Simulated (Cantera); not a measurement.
A freely propagating, adiabatic, planar premixed flame of CH₄ : O₂ : N₂ : H₂O = 1 : 2.9 : 14.2 : 0.67 (molar parts), unburnt at 423 K and 135 Torr; mixture-averaged transport, grid criteria slope 0.08 and curve 0.16, no radiation.

Detailed kinetics in Cantera: GRI-Mech 3.0 (53 species, 325 reactions). Burning velocities carry a grid error of a few per cent, more on coarse grids.

x: mole fraction of selected species; z is measured from the peak of heat release.

```json
[
 {"z (mm)": "-10.3", "T (K)": "423", "u (m/s)": "0.318", "x CH₄": "0.0532", "x O₂": "0.154", "x CH₂": "<1e-8", "x NO": "<1e-8", "x N₂O": "<1e-8", "x H₂O": "0.0357"},
 {"z (mm)": "-6.86", "T (K)": "426", "u (m/s)": "0.321", "x CH₄": "0.0530", "x O₂": "0.154", "x CH₂": "<1e-8", "x NO": "<1e-8", "x N₂O": "<1e-8", "x H₂O": "0.0361"},
 {"z (mm)": "-5.15", "T (K)": "434", "u (m/s)": "0.327", "x CH₄": "0.0525", "x O₂": "0.154", "x CH₂": "<1e-8", "x NO": "<1e-8", "x N₂O": "<1e-8", "x H₂O": "0.0372"},
 {"z (mm)": "-3.43", "T (K)": "489", "u (m/s)": "0.370", "x CH₄": "0.0495", "x O₂": "0.150", "x CH₂": "<1e-8", "x NO": "1.30e-8", "x N₂O": "<1e-8", "x H₂O": "0.0436"},
 {"z (mm)": "-1.72", "T (K)": "…", "u (m/s)": "0.585", "x CH₄": "…", "x O₂": "…", "x CH₂": "…", "x NO": "…", "x N₂O": "<1e-8", "x H₂O": "…"},
 {"z (mm)": "-0.858", "T (K)": "1045", "u (m/s)": "0.798", "x CH₄": "0.0198", "x O₂": "0.103", "x CH₂": "9.03e-7", "x NO": "3.29e-7", "x N₂O": "<1e-8", "x H₂O": "0.0968"},
 {"z (mm)": "0", "T (K)": "1314", "u (m/s)": "1.00", "x CH₄": "…", "x O₂": "…", "x CH₂": "…", "x NO": "…", "x N₂O": "…", "x H₂O": "0.122"},
 {"z (mm)": "0.858", "T (K)": "1424", "u (m/s)": "1.09", "x CH₄": "0.000342", "x O₂": "0.0592", "x CH₂": "9.90e-7", "x NO": "9.45e-7", "x N₂O": "3.35e-8", "x H₂O": "0.132"},
 {"z (mm)": "1.72", "T (K)": "1462", "u (m/s)": "1.11", "x CH₄": "1.41e-5", "x O₂": "0.0543", "x CH₂": "5.08e-8", "x NO": "1.20e-6", "x N₂O": "4.30e-8", "x H₂O": "0.133"},
 {"z (mm)": "3.43", "T (K)": "1508", "u (m/s)": "1.14", "x CH₄": "2.63e-8", "x O₂": "0.0513", "x CH₂": "<1e-8", "x NO": "1.55e-6", "x N₂O": "5.11e-8", "x H₂O": "0.134"},
 {"z (mm)": "6.86", "T (K)": "1558", "u (m/s)": "1.18", "x CH₄": "<1e-8", "x O₂": "0.0495", "x CH₂": "<1e-8", "x NO": "1.92e-6", "x N₂O": "6.12e-8", "x H₂O": "0.137"},
 {"z (mm)": "13.7", "T (K)": "1599", "u (m/s)": "1.21", "x CH₄": "<1e-8", "x O₂": "0.0485", "x CH₂": "<1e-8", "x NO": "2.20e-6", "x N₂O": "8.00e-8", "x H₂O": "0.139"},
 {"z (mm)": "27.5", "T (K)": "1623", "u (m/s)": "1.22", "x CH₄": "<1e-8", "x O₂": "0.0480", "x CH₂": "<1e-8", "x NO": "2.40e-6", "x N₂O": "1.06e-7", "x H₂O": "0.141"}
]
```

**Question.** Complete the blanks.

**Answer.** 
- -1.72, T (K): 769
- -1.72, x CH₄: 0.0349
- -1.72, x O₂: 0.128
- -1.72, x CH₂: 3.02e-8
- -1.72, x NO: 1.53e-7
- -1.72, x H₂O: 0.0715
- 0, x CH₄: 0.00486
- 0, x O₂: 0.0745
- 0, x CH₂: 5.99e-6
- 0, x NO: 6.12e-7
- 0, x N₂O: 1.96e-8
